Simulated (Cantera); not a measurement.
Charge: 1 mol Si, a varied amount of Cl₂, 3.3 mol H₂, at 998.15 K and 1 atm.

Method: chemical equilibrium by Gibbs-energy minimisation in Cantera with the NASA 1993 tables (ideal gas, pure condensed phases). Candidate condensed phases: Si; 19 gas species. The tables' values for SiCl₃ are old estimates; treat these amounts as uncertain. Kinetics and transport are ignored.

x: gas mole fraction; n: condensed amount in mol.

```csv
n(Cl₂) (mol),x H₂,x SiCl₄,x SiHCl₃,x HCl,x SiH₂Cl₂,x SiCl₃,x SiCl₂,n Si(s)
0.5,0.913,0.0442,0.0303,0.00925,0.00224,0.000535,0.000159,0.727
0.56,0.904,0.0499,0.0330,0.00949,0.00235,0.000586,0.000169,0.694
0.63,0.894,0.0565,0.0360,0.00973,0.00247,0.000643,0.000179,0.656
0.71,0.883,0.0640,0.0393,0.00998,0.00260,0.000706,0.000191,0.613
0.8,0.871,0.0724,0.0428,0.0102,0.00273,0.000774,0.000203,0.564
0.9,0.858,0.0816,0.0465,0.0104,0.00285,0.000847,0.000215,0.510
1,0.845,0.0906,0.0499,0.0106,0.00296,0.000917,0.000227,0.456
1.1,0.832,(withheld),0.0532,0.0108,0.00306,0.000984,0.000238,(withheld)
1.3,0.808,(withheld),(withheld),0.0111,0.00322,0.00111,0.000258,(withheld)
1.5,0.785,0.134,0.0645,0.0113,0.00335,0.00123,0.000276,0.188
1.6,0.774,0.142,0.0670,0.0114,0.00340,0.00128,0.000284,0.135
1.8,0.753,0.158,0.0716,0.0116,0.00349,0.00139,0.000300,0.0286
2.1,0.710,0.210,0.0165,0.0626,0.000140,0.000331,1.28e-5,0
```

Q: Some entries are withheld; supply them.

A: 
- 1.1, x SiCl₄: 0.0996
- 1.1, n Si(s): 0.402
- 1.3, x SiCl₄: 0.117
- 1.3, x SiHCl₃: 0.0591
- 1.3, n Si(s): 0.295
